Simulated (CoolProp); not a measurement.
Properties of propane at several states.

Computed with CoolProp (reference Helmholtz-energy equation of state, Lemmon 2009).

| T (K) | p (bar) | phase | cp (kJ/(kg K)) | Joule-Thomson coefficient (K/MPa) | isothermal compressibility (1/MPa) | Prandtl number |
|---|---|---|---|---|---|---|
| 439.8 | 45.6 | supercritical | (withheld) | 6.564 | 0.2898 | (withheld) |
| 367.3 | 25.5 | gas | (withheld) | 12.42 | (withheld) | 0.931 |
| 423.6 | 0.256 | gas | (withheld) | (withheld) | 39.11 | 0.741 |

Question: What belongs in the gaps?

Answer: 
- 439.8, cp (kJ/(kg K)): 2.771
- 439.8, Prandtl number: 0.899
- 367.3, cp (kJ/(kg K)): 2.554
- 367.3, isothermal compressibility (1/MPa): 0.5653
- 423.6, cp (kJ/(kg K)): 2.228
- 423.6, Joule-Thomson coefficient (K/MPa): 6.096

Viscosity comes from a separate model (Vogel 1998). Thermal conductivity comes from a separate model (Marsh 2002).
